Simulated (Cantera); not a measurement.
An adiabatic, constant-volume homogeneous reactor starts with CH4 : O2 : N2 = 1 : 1.67 : 8.33 (molar parts), at 1050 K and 1800000 Pa.

Computed with Cantera and GRI-Mech 3.0 (53 species, 325 reactions). The pressure lies above the range GRI-Mech 3.0 was tuned for (to about 10 atm).

One state of this run: T (K) = 2777; P (bar) = 49.2; x CH4 = 6.04e-12; x O2 = 0.000481; x N2O = 6.24e-7; x NO = 0.00165; x HCN = 6.67e-8. x: mole fraction; the columns are a selection and need not sum to one.

Question: Which value of t (s) does it belong to?
A) 5.41e-6
B) 4.00
C) 0.000860
D) 0.00465

Answer: B, 4.00
